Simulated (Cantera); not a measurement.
An isothermal, constant-pressure homogeneous reactor starts with 93.6 % N2O, 6.37 % H2O, at 1623 K and 2670 Pa.

Cantera simulation using GRI-Mech 3.0 (53 species, 325 reactions); the numbers are that mechanism's predictions, not measurements. GRI-Mech 3.0 was tuned for natural gas; its chemistry of N2O as a main component is partial and can be far from experiment. Radical loss at walls, strong at low pressure, is not modelled. The temperature is held fixed by assumption; the heat of reaction is taken as removed at once.

x: mole fraction; the columns are a selection and need not sum to one.

| t (s) | x N2O | x H2O | x HO2 | x NO2 | x O | x NO | x H2O2 |
|---|---|---|---|---|---|---|---|
| 0.000800 | 0.928 | 0.0632 | 3.94e-5 | 6.69e-6 | 0.000231 | 0.00140 | 3.02e-7 |
| 0.00180 | 0.918 | 0.0629 | 4.19e-5 | 4.48e-5 | 0.000232 | 0.00324 | 2.94e-7 |
| 0.00405 | 0.894 | 0.0624 | 3.60e-5 | 0.000167 | 0.000231 | 0.00726 | 2.35e-7 |
| 0.00912 | 0.845 | 0.0613 | (withheld) | (withheld) | 0.000228 | (withheld) | (withheld) |
| 0.0205 | 0.746 | 0.0592 | 1.89e-5 | 0.000669 | 0.000221 | 0.0324 | 1.01e-7 |
| 0.0462 | 0.574 | 0.0554 | 1.02e-5 | 0.000721 | 0.000212 | 0.0612 | 4.88e-8 |
| 0.104 | 0.337 | 0.0503 | 4.09e-6 | 0.000498 | 0.000199 | 0.0997 | 1.87e-8 |
| 0.234 | (withheld) | 0.0456 | (withheld) | (withheld) | (withheld) | (withheld) | (withheld) |
| 0.526 | 0.0140 | 0.0434 | 2.08e-7 | 6.98e-5 | 0.000151 | 0.147 | 2.40e-9 |
| 1.18 | 0.000297 | 0.0432 | 1.27e-7 | 8.75e-5 | 6.92e-5 | 0.148 | 1.48e-9 |
| 2.67 | 5.03e-6 | 0.0432 | 1.30e-7 | 9.80e-5 | 5.84e-5 | 0.148 | 1.41e-9 |
| 6.00 | 4.80e-6 | 0.0432 | 1.30e-7 | 9.78e-5 | 5.84e-5 | 0.148 | 1.41e-9 |

Problem. Fill in the missing entries.

Solution. 
- 0.00912, x HO2: 2.81e-5
- 0.00912, x NO2: 0.000411
- 0.00912, x NO: 0.0157
- 0.00912, x H2O2: 1.68e-7
- 0.234, x N2O: 0.118
- 0.234, x HO2: 1.10e-6
- 0.234, x NO2: 0.000203
- 0.234, x O: 0.000179
- 0.234, x NO: 0.133
- 0.234, x H2O2: 6.02e-9
